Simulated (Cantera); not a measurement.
A freely propagating, adiabatic, planar premixed flame of CH4 : H2 : O2 : N2 = 1 : 0.26 : 1.94 : 8.91 (molar parts), equivalence ratio 1.1, unburnt at 575 K and 7.10 bar; mixture-averaged transport, grid criteria slope 0.08 and curve 0.16, no radiation.

Computed with Cantera and GRI-Mech 3.0 (53 species, 325 reactions). Burning velocities carry a grid error of a few per cent, more on coarse grids.

x: mole fraction of selected species; z is measured from the peak of heat release.

```
z (mm)   T (K)  u (m/s)     x CH4    x H2      x O2       x H    x C2H      x CO
-------  -----  -------  --------  ------  --------  --------  -------  --------
-0.316     576    0.421    0.0825  0.0213     0.160     <1e-8    <1e-8   1.07e-5
-0.211     583    0.426    0.0821  0.0211     0.160     <1e-8    <1e-8  0.000126
-0.158     606    0.443    0.0807  0.0208     0.158     <1e-8    <1e-8  0.000530
-0.105     717    0.525    0.0741  0.0204     0.150   1.08e-8    <1e-8   0.00292
-0.0527      …    0.849         …  0.0199         …         …    <1e-8         …
-0.0263   1535     1.14    0.0251  0.0196    0.0729  0.000131    <1e-8    0.0269
0         1900     1.41   0.00492  0.0177    0.0315   0.00115  2.87e-7    0.0370
0.0263    2053     1.52  0.000226  0.0141    0.0111   0.00250  1.57e-7    0.0330
0.0527    2108     1.56   6.15e-6  0.0127   0.00554   0.00255    <1e-8    0.0271
0.105     2161     1.59   1.18e-8  0.0120   0.00273   0.00186    <1e-8    0.0230
0.211     2201     1.62     <1e-8  0.0113   0.00123   0.00111    <1e-8    0.0213
0.422     2225     1.63     <1e-8  0.0108         …         …    <1e-8    0.0205
0.843     2236     1.64     <1e-8  0.0105  0.000169  0.000372    <1e-8    0.0201
```

**Question.** What belongs in the gaps?

**Answer.** 
- -0.0527, T (K): 1148
- -0.0527, x CH4: 0.0486
- -0.0527, x O2: 0.112
- -0.0527, x H: 8.91e-6
- -0.0527, x CO: 0.0147
- 0.422, x O2: 0.000454
- 0.422, x H: 0.000618
